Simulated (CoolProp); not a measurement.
Vapour-liquid equilibrium of R22 (1) + R11 (2) at 341.4 K; x and y are mole fractions of (1).

Values from CoolProp's multi-fluid Helmholtz-energy mixture model, Kamei 1995 and Jacobsen 1992; pair parameters Bell 2016.

```json
[
 {"x": "0.05", "bubble pressure (MPa)": "0.5433", "y at the bubble point": "?", "dew pressure at overall composition x (MPa)": "0.4103", "liquid density (mol/L)": "10.05"},
 {"x": "0.2", "bubble pressure (MPa)": "0.9536", "y at the bubble point": "0.618", "dew pressure at overall composition x (MPa)": "?", "liquid density (mol/L)": "?"},
 {"x": "0.35", "bubble pressure (MPa)": "?", "y at the bubble point": "?", "dew pressure at overall composition x (MPa)": "0.5907", "liquid density (mol/L)": "10.59"},
 {"x": "0.5", "bubble pressure (MPa)": "1.643", "y at the bubble point": "0.819", "dew pressure at overall composition x (MPa)": "?", "liquid density (mol/L)": "10.85"},
 {"x": "0.65", "bubble pressure (MPa)": "1.975", "y at the bubble point": "0.876", "dew pressure at overall composition x (MPa)": "?", "liquid density (mol/L)": "11.08"},
 {"x": "0.8", "bubble pressure (MPa)": "2.330", "y at the bubble point": "0.927", "dew pressure at overall composition x (MPa)": "1.548", "liquid density (mol/L)": "11.26"},
 {"x": "0.95", "bubble pressure (MPa)": "2.738", "y at the bubble point": "0.981", "dew pressure at overall composition x (MPa)": "2.501", "liquid density (mol/L)": "11.35"}
]
```

Question: Fill in the missing entries.

Answer: 
- 0.05, y at the bubble point: 0.290
- 0.2, dew pressure at overall composition x (MPa): 0.4847
- 0.2, liquid density (mol/L): 10.32
- 0.35, bubble pressure (MPa): 1.311
- 0.35, y at the bubble point: 0.744
- 0.5, dew pressure at overall composition x (MPa): 0.7528
- 0.65, dew pressure at overall composition x (MPa): 1.027

No azeotrope shows between x = 0.05 and 0.95.

The pair parameters rest on a limited set of measurements; away from them the model extrapolates. The gap from Raoult's law changes sign with composition, which may be real or a fault of the pair parameters; it wasn't checked against measurements.
